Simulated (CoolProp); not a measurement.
The numbers come from the reference Helmholtz-energy equation of state, Schroeder 2014 in CoolProp.

Q: For ethanol, give the phase and the conductivity (mW/(m K)), Prandtl number, fugacity coefficient at 303.7 K and 23700 kPa.

A: 
- 303.7 K and 23700 kPa: liquid; conductivity 174, Prandtl number 15.7, fugacity coefficient 0.000781

Viscosity comes from a separate model (Kiselev 2005). Thermal conductivity comes from a separate model (Assael 2013).
